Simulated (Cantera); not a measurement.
Feed: 1 mol V, 4.3 mol NH₃, 14 mol H₂, held at 1402 °C and 0.100 bar.

Equilibrium computed with Cantera from the NASA thermochemical tables; the gas is ideal and each condensed phase is pure. Candidate condensed phases: V, VN; 11 gas species. VN: taken at fixed stoichiometry. Condensed phases not in the tables: V₂N. Rates play no part.

Base state: H₂ 0.925, N₂ 0.0746, H 0.000353 (mole fractions); condensed: VN(s).

Q: What changes in the equilibrium state with this change: V replaced by Zr?

A: 
| species | before | after |
|---|---|---|
| H₂ | 0.925 | 0.925 |
| N₂ | 0.0746 | 0.0746 |
| H | 0.000353 | 0.000353 |
| VN(s), mol | 1.00 | 0 |
| ZrN(s), mol | 0 | 1.00 |
ZrN: taken at fixed stoichiometry. Further candidate phases: Zr, ZrN.
